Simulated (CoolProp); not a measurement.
Vapour-liquid equilibrium of R125 (1) + R134a (2) at 0.0443 bar; x and y are mole fractions of (1).

The numbers come from the multi-fluid Helmholtz-energy mixture model, Lemmon 2005 and Tillner-Roth 1994; pair parameters Lemmon 2004 in CoolProp.

```
x     bubble temperature (°C)  y at the bubble point  dew temperature at overall composition x (°C)  liquid density (mol/L)
----  -----------------------  ---------------------  ---------------------------------------------  ----------------------
0.05                    -79.5                  0.180                                          -78.2                   14.90
0.15                    -82.6                  0.434                                          -79.2                   14.84
0.25                    -85.2                  0.601                                          -80.3                   14.77
0.35                    -87.3                  0.715                                          -81.5                   14.68
0.45                    -89.2                  0.796                                          -82.8                   14.59
0.55                    -90.8                  0.856                                          -84.3                   14.49
0.65                    -92.1                  0.902                                          -86.1                   14.38
0.75                    -93.4                  0.938                                          -88.1                   14.26
0.85                    -94.5                  0.966                                          -90.6                   14.14
0.95                    -95.5                  0.990                                          -93.8                   14.02
```

No azeotrope shows between x = 0.05 and 0.95.

Pair parameters are fitted to limited data, so mixtures are less certain than the pure fluids.
